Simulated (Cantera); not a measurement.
An adiabatic, constant-volume homogeneous reactor starts with 40.3 % H₂, 12.6 % O₂, 47.1 % N₂, equivalence ratio 1.6, at 1600 K and 555 Torr.

Computed with Cantera and GRI-Mech 3.0 (53 species, 325 reactions).

x: mole fraction; the columns are a selection and need not sum to one.

```tsv
t (s)	T (K)	P (bar)	x H₂	x O₂	x NO₂	x OH	x H	x N₂O
3.00e-6	1600	0.740	0.403	0.126	<1e-12	9.79e-7	1.06e-5	2.38e-12
6.59e-6	1600	0.740	0.402	0.125	<1e-12	3.20e-5	0.000341	3.24e-11
1.45e-5	1823	0.838	0.146	0.0220	4.42e-11	0.0164	0.149	?
3.18e-5	2320	1.03	0.145	0.00830	1.09e-9	0.0264	0.113	?
6.98e-5	2762	1.19	0.157	0.00481	1.07e-8	0.0283	0.0740	?
0.000153	2975	1.27	0.163	0.00317	7.69e-8	0.0262	0.0560	?
0.000337	2985	1.27	0.164	0.00295	2.01e-7	0.0255	0.0545	?
0.000739	2981	1.27	0.165	0.00283	3.07e-7	0.0250	0.0541	2.16e-7
0.00162	2980	1.27	0.165	0.00280	3.31e-7	0.0249	0.0540	2.23e-7
0.00357	2980	1.27	0.165	0.00280	3.31e-7	0.0249	0.0540	2.23e-7
0.00783	2980	1.27	0.165	0.00280	3.31e-7	0.0249	0.0540	2.23e-7
0.0172	2980	1.27	0.165	0.00280	3.31e-7	0.0249	0.0540	2.23e-7
0.0378	2980	1.27	0.165	0.00280	3.31e-7	0.0249	0.0540	2.23e-7
0.0829	2980	1.27	0.165	0.00280	3.31e-7	0.0249	0.0540	2.23e-7
0.182	2980	1.27	0.165	0.00280	3.31e-7	0.0249	0.0540	2.23e-7
0.400	2980	1.27	0.165	0.00280	3.31e-7	0.0249	0.0540	2.23e-7
```

Problem. Fill in the missing entries.

Solution. 
- 1.45e-5, x N₂O: 1.47e-8
- 3.18e-5, x N₂O: 2.33e-8
- 6.98e-5, x N₂O: 7.13e-8
- 0.000153, x N₂O: 1.68e-7
- 0.000337, x N₂O: 1.91e-7
